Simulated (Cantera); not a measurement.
A closed system holds: 1 mol C2H5OH, 2.6 mol H2, 2.8 mol N2, held at 1525 K and 1.00 Torr.

Cantera equilibrium calculation (NASA polynomials, part measured and part estimated; ideal gas, pure solids and liquids). Candidate condensed phases: C, C6H6, C7H8, C8H18, H2O; 136 gas species. Equilibrium is a limit: real reactors are often held back by kinetics, nucleation or transport.

Base state: H2 0.595, N2 0.298, CO 0.106, HCN 0.000529, H 0.000500 (mole fractions); condensed: C(graphite).

Task: What changes in the equilibrium state with this change: temperature from 1525 K to 548.15 K?

Result: 
```json
[
 {"species": "H2", "before": "0.595", "after": "0.415"},
 {"species": "N2", "before": "0.298", "after": "0.364"},
 {"species": "H2O", "before": "1.21e-7", "after": "0.107"},
 {"species": "CO", "before": "0.106", "after": "0.000739"},
 {"species": "CO2", "before": "8.06e-9", "after": "0.0113"},
 {"species": "CH4", "before": "1.08e-6", "after": "0.103"},
 {"species": "HCN", "before": "0.000529", "after": "<1e-9"},
 {"species": "H", "before": "0.000500", "after": "<1e-9"},
 {"species": "NH3", "before": "1.92e-8", "after": "2.35e-5"},
 {"species": "C(graphite), mol", "before": "0.995", "after": "1.11"}
]
```
